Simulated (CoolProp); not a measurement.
Computed with CoolProp (reference Helmholtz-energy equation of state, Gao 2016).

Problem. Give the vapour pressure (MPa), vapour density (kg/m³), liquid cp (kJ/(kg K)), surface tension (mN/m) of saturated sulfur dioxide at 309.1, 323.9, 329.8 K.

Solution. 
```
T (K)  p (MPa)  vapour density (kg/m³)  liquid cp (kJ/(kg K))  surface tension (mN/m)
-----  -------  ----------------------  ---------------------  ----------------------
309.1    0.557                    15.2                   1.41                    19.5
323.9    0.859                    23.1                   1.44                    16.7
329.8     1.01                    27.1                   1.46                    15.6
```

Surface tension comes from a separate correlation (Mulero 2012).
